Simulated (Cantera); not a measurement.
# Equilibrium for boron, boron nitride and boron oxide: B + H₂ + N₂

Feed: 1 mol B, 1.2 mol H₂, 1.6 mol N₂, held at 7.50 Torr.

These are equilibrium values from Cantera (NASA tables, ideal gas, pure condensed phases), not measurements of a reactor. Candidate condensed phases: B, BN; 15 gas species. The tables' values for BH₂ are old estimates; treat these amounts as uncertain. Rates play no part.

From 2150 K to 2275 K the condensed part is BN(s). From 2300 K to 2325 K the condensed part is B(s). From 2350 K to 2400 K the condensed part is B(l).

```tsv
T (K)	x N₂	x H₂	x H	x B	x BH₂	x BH	x BN	n BN(s)	n B(s)	n B(l)
2150	0.471	0.499	0.0298	6.07e-5	0.000232	5.88e-6	3.17e-6	0.999	0	0
2175	0.470	0.495	0.0344	0.000102	0.000306	9.06e-6	5.01e-6	0.999	0	0
2200	0.469	0.491	0.0395	0.000168	0.000400	1.38e-5	7.84e-6	0.999	0	0
2225	0.468	0.486	0.0452	0.000275	0.000519	2.09e-5	1.21e-5	0.998	0	0
2250	0.466	0.481	0.0515	0.000445	0.000669	3.13e-5	1.86e-5	0.997	0	0
2275	0.464	0.475	0.0585	0.000713	0.000856	4.63e-5	2.83e-5	0.996	0	0
2300	0.554	0.384	0.0600	0.00101	0.000799	5.52e-5	4.17e-5	0	0.994	0
2325	0.551	0.379	0.0677	0.00138	0.000876	6.96e-5	5.40e-5	0	0.993	0
2350	0.549	0.372	0.0761	0.00187	0.000956	8.74e-5	6.95e-5	0	0	0.991
2375	0.546	0.366	0.0853	0.00245	0.00101	0.000106	8.66e-5	0	0	0.989
2400	0.542	0.358	0.0952	0.00319	0.00106	0.000128	0.000107	0	0	0.987
```
x: gas mole fraction; n: condensed amount in mol.
